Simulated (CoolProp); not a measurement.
Vapour-liquid equilibrium of n-hexane (1) + o-xylene (2) at 0.593 MPa; x and y are mole fractions of (1).

The numbers come from the multi-fluid Helmholtz-energy mixture model, Thol 2019 and Zhou 2012; pair parameters Bell 2016 in CoolProp.

Give the bubble temperature and the first vapour's composition at x = 0.05, 0.15, 0.35. Is there an azeotrope?

x = 0.05: 490.5 K, y = 0.169; x = 0.15: 474.9 K, y = 0.422; x = 0.35: 451.6 K, y = 0.705. No azeotrope shows between x = 0.05 and 0.95.

The pair parameters rest on a limited set of measurements; away from them the model extrapolates.
